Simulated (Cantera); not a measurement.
What does this Cantera script print?

```python
import numpy as np
import cantera as ct

gas = ct.Solution("gri30.yaml")
gas.TPX = 375, 52000, {'CH4': 1, 'O2': 1.54, 'N2': 5.78}
flame = ct.FreeFlame(gas, width=0.063)
flame.set_refine_criteria(ratio=3, slope=0.08, curve=0.16)
flame.transport_model = "mixture-averaged"
flame.solve(loglevel=0, auto=True)
z, T = flame.grid, flame.T
thick = (T[-1] - T[0]) / np.gradient(T, z).max()
show = ['CH4', 'O2', 'HCN', 'H', 'NO', 'CH2CO']
print(f"laminar burning velocity  {flame.velocity[0] * 100:.3f} cm/s")
print(f"burnt temperature         {T[-1]:.1f} K")
print(f"thermal thickness         {thick * 1e3:.4f} mm")
print(f"grid points               {len(z)}")
z0 = z[flame.heat_release_rate.argmax()]
print(f"{'z/mm':>9s}{'T/K':>9s}{'u/(m/s)':>9s}" + "".join(f"{s:>11s}" for s in show))
rows = []
for k in (-3, -2, -1.5, -1, -0.5, -0.25, 0, 0.25, 0.5, 1, 2, 4, 8):
    zz = z0 + k * thick
    rows.append([k * thick, np.interp(zz, z, T), np.interp(zz, z, flame.velocity),
                 *(np.interp(zz, z, flame.X[gas.species_index(s)]) for s in show)])
    print(f"{rows[-1][0] * 1e3:9.3f}{rows[-1][1]:9.1f}{rows[-1][2]:9.3f}" + "".join(f"{x:11.3e}" for x in rows[-1][3:]))
```

Result:

```
laminar burning velocity  48.226 cm/s
burnt temperature         2098.0 K
thermal thickness         0.8290 mm
grid points               152
     z/mm      T/K  u/(m/s)        CH4         O2        HCN          H         NO      CH2CO
   -2.487    375.1    0.483  1.200e-01  1.848e-01  4.740e-11  1.121e-15  1.708e-10  1.584e-10
   -1.658    377.6    0.488  1.193e-01  1.840e-01  2.386e-09  1.953e-12  4.903e-09  1.115e-08
   -1.244    390.3    0.507  1.178e-01  1.824e-01  2.245e-08  1.307e-10  3.470e-08  1.273e-07
   -0.829    494.5    0.650  1.099e-01  1.745e-01  3.779e-07  2.184e-07  4.750e-07  3.075e-06
   -0.415   1002.4    1.349  7.358e-02  1.313e-01  4.331e-06  9.617e-05  5.524e-06  6.420e-05
   -0.207   1420.3    1.937  3.987e-02  8.659e-02  9.962e-06  6.869e-04  1.159e-05  1.803e-04
    0.000   1779.3    2.451  1.054e-02  3.942e-02  1.924e-05  3.241e-03  2.139e-05  1.637e-04
    0.207   1940.5    2.677  1.166e-03  1.316e-02  2.438e-05  6.858e-03  3.595e-05  2.977e-05
    0.415   1981.2    2.727  8.421e-05  4.450e-03  1.857e-05  8.853e-03  4.947e-05  2.520e-06
    0.829   2000.3    2.743  5.303e-07  1.347e-03  7.651e-06  9.349e-03  6.297e-05  3.624e-08
    1.658   2017.5    2.761  3.565e-10  8.737e-04  1.530e-06  8.413e-03  7.027e-05  7.432e-11
    3.316   2038.9    2.786  1.292e-13  6.010e-04  1.336e-07  6.851e-03  7.316e-05  2.650e-14
    6.632   2062.8    2.815  2.853e-14  3.356e-04  5.272e-09  4.983e-03  7.508e-05  8.129e-17
```

Model: GRI-Mech 3.0 (53 species, 325 reactions), integrated in Cantera. Burning velocities carry a grid error of a few per cent, more on coarse grids.
